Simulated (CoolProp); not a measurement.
R1123 along the isotherm 374.4 K: density (kg/m³) from the reference equation and from simpler models built on Tc = 331.7 K, pc = 45.49 bar, ω = 0.243; each cubic takes its own stable root.

The numbers come from the reference Helmholtz-energy equation of state, Akasaka 2020 in CoolProp.

```tsv
p (bar)	phase	reference
2.84	gas	7.593
5.69	gas	15.44
8.53	gas	23.51
11.4	gas	31.94
14.2	gas	40.43
17.1	gas	49.54
19.9	gas	58.66
22.7	gas	68.12
```

Q: How far does each simpler model (ideal gas, van der Waals, Soave-Redlich-Kwong, Peng-Robinson) lie from the reference over these 8 states: mean and median of the absolute difference, and the worst?

A: 
- ideal gas: mean 6.7 %, median 6.7 %, worst -12.2 % at 374.4 K and 22.7 bar
- van der Waals: mean 0.1 %, median 0.1 %, worst -0.2 % at 374.4 K and 14.2 bar
- Soave-Redlich-Kwong: mean 0.2 %, median 0.2 %, worst -0.5 % at 374.4 K and 22.7 bar
- Peng-Robinson: mean 0.8 %, median 0.7 %, worst +1.3 % at 374.4 K and 22.7 bar
